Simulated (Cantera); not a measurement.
Mixture: 5.10 % CH₄, 12.8 % O₂, 76.5 % N₂, 5.61 % H₂O, at 0.430 bar, adiabatic and at constant volume. Ignition delay is the time to a rise of 400 K.

Cantera simulation using GRI-Mech 3.0 (53 species, 325 reactions); the numbers are that mechanism's predictions, not measurements.

### Question
Predict: delay at 1175 K; delay at 1250 K; delay at 1325 K; delay at 1400 K; delay at 1475 K; delay at 1550 K; apparent activation energy between 1400 and 1550 K.

### Answer
- delay at 1175 K = 0.207 s
- delay at 1250 K = 68.9 ms
- delay at 1325 K = 24.8 ms
- delay at 1400 K = 9.68 ms
- delay at 1475 K = 4.15 ms
- delay at 1550 K = 1.97 ms
- apparent activation energy between 1400 and 1550 K = 190 kJ/mol
